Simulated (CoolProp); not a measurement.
The numbers come from the reference Helmholtz-energy equation of state, Lemmon 2005 in CoolProp. It is a short technical equation, of lower accuracy than the large ones.

### Question
For cis-2-butene, give the phase and the expansivity (1/kK), fugacity coefficient at 449 K and 65.2 bar; 449 K and 326 bar; 449 K and 424 bar.

### Answer
- 449 K and 65.2 bar: supercritical; expansivity 12.5, fugacity coefficient 0.526
- 449 K and 326 bar: supercritical; expansivity 1.84, fugacity coefficient 0.246
- 449 K and 424 bar: supercritical; expansivity 1.55, fugacity coefficient 0.250
